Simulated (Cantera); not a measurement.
Cantera run, input and output.

```python
import numpy as np
import cantera as ct

gas = ct.Solution("gri30.yaml")
gas.TPX = 1425, 840, {'C3H8': 1, 'H2': 1.4}
reactor = ct.IdealGasConstPressureReactor(gas, energy="off", clone=False)
net = ct.ReactorNet([reactor])
net.rtol, net.atol = 1e-08, 1e-18
show = ['C3H8', 'H2', 'CH2', 'H', 'CH4', 'C2H']
times = np.geomspace(0.0002, 10, 10)

steps = ct.SolutionArray(gas, extra=["t"])
rows = []
print(f"{'t/s':>10s}{'T/K':>9s}{'P/Pa':>11s}" + "".join(f"{s:>11s}" for s in show))
for t in times:
    while net.time < t:
        t_next = net.step()
        steps.append(gas.state, t=t_next)
    rows.append([np.interp(t, steps.t, y) for y in (steps.T, steps.P, *steps(*show).X.T)])
    print(f"{t:10.3e}{rows[-1][0]:9.1f}{rows[-1][1]:11.4g}" + "".join(f"{x:11.3e}" for x in rows[-1][2:]))
rate = np.gradient(steps.T, steps.t)
print("integrator steps:", len(steps.t))
if steps.T.max() > steps.T[0] + 200:
    print(f"time of steepest temperature rise: {steps.t[rate.argmax()]:.4e} s")
gas.TPX = 1425, 840, {'C3H8': 1, 'H2': 1.4}
gas.equilibrate("TP")
print(f"equilibrium (TP): T = {gas.T:.1f} K  " + "  ".join(f"{s} {gas[s].X[0]:.3e}" for s in show))
```

Result:

```
       t/s      T/K       P/Pa       C3H8         H2        CH2          H        CH4        C2H
 2.000e-04   1425.0        840  4.008e-01  5.779e-01  1.286e-06  1.302e-04  3.124e-03  5.285e-13
 6.655e-04   1425.0        840  3.289e-01  5.533e-01  5.608e-06  3.489e-04  3.425e-02  1.673e-10
 2.214e-03   1425.0        840  1.144e-01  4.860e-01  5.545e-06  6.299e-04  1.541e-01  1.169e-08
 7.368e-03   1425.0        840  4.636e-03  4.681e-01  1.156e-06  4.322e-04  2.315e-01  5.149e-08
 2.452e-02   1425.0        840  5.967e-05  4.899e-01  1.252e-07  1.167e-04  2.282e-01  2.397e-08
 8.158e-02   1425.0        840  1.283e-07  5.078e-01  1.812e-08  4.106e-05  2.205e-01  1.100e-08
 2.714e-01   1425.0        840  8.088e-09  5.259e-01  3.541e-09  1.815e-05  2.124e-01  5.968e-09
 9.032e-01   1425.0        840  3.602e-09  5.502e-01  2.681e-09  1.687e-05  2.012e-01  6.825e-09
 3.005e+00   1425.0        840  2.728e-09  5.741e-01  4.746e-09  2.449e-05  1.886e-01  1.143e-08
 1.000e+01   1425.0        840  2.421e-09  5.855e-01  5.010e-09  2.666e-05  1.752e-01  1.250e-08
integrator steps: 1260
equilibrium (TP): T = 1425.0 K  C3H8 4.938e-12  H2 7.177e-01  CH2 6.257e-10  H 6.348e-05  CH4 5.324e-03  C2H 2.815e-08
```

Detailed kinetics in Cantera: GRI-Mech 3.0 (53 species, 325 reactions). GRI-Mech 3.0 was tuned for natural gas; its chemistry of propane as a main component is partial and can be far from experiment. GRI-Mech 3.0 stops at C3 and has no aromatics, soot or wall deposition, so with more carbon than oxygen in the feed, carbon stays in small species such as C2H2 where larger ones or solid carbon would form. Radical loss at walls, strong at low pressure, is not modelled.
